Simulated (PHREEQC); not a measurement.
A solution holds 0.54 mol/kgw HF, 0.11 mol/kgw (CH3)4NF, 5e-06 mol/kgw H4SiO4 and 0.00023 mol/kgw H2SO4, at 20 °C. Closed to the air; pH follows from the charge balance.

Equilibrium calculation in PHREEQC: ion-association model, wateq4f.dat.

Each row changes one thing in this solution. Precipitation was switched off in this run.

```
case                            pH  ionic strength (mol/kgw)  HF (mol/kgw)  H2F2 (mol/kgw)  F- (mol/kgw)  HF2- (mol/kgw)  SI of Quartz (SiO2)
----------------------------  ----  ------------------------  ------------  --------------  ------------  --------------  -------------------
as made                       2.49                     0.114         0.208           0.139        0.0635          0.0500               -14.21
diluted 2-fold with water     2.50                    0.0588         0.134          0.0566        0.0390          0.0195               -13.26
temperature from 20 to 15 °C  2.50                     0.114         0.196           0.147        0.0665          0.0470               -14.43
diluted 100-fold with water   2.90                   0.00244       0.00394         4.84e-5       0.00239         3.47e-5                -6.27
temperature from 20 to 50 °C  2.47                     0.114         0.293          0.0894        0.0494          0.0644               -12.91
(CH3)4NF left out             1.76                    0.0195         0.217           0.148        0.0106         0.00849               -12.60
```

(CH3)4N+ isn't in the database: it is added as a free cation with an ion size of 4 Å. wateq4f.dat counts part of the HF as a dimer, H2F2, which phreeqc.dat doesn't know; its constant is uncertain. At this temperature some constants are extrapolated from 25 °C, and those without enthalpy data are left unchanged. SiF6-2 is the database's only silicon fluoride.
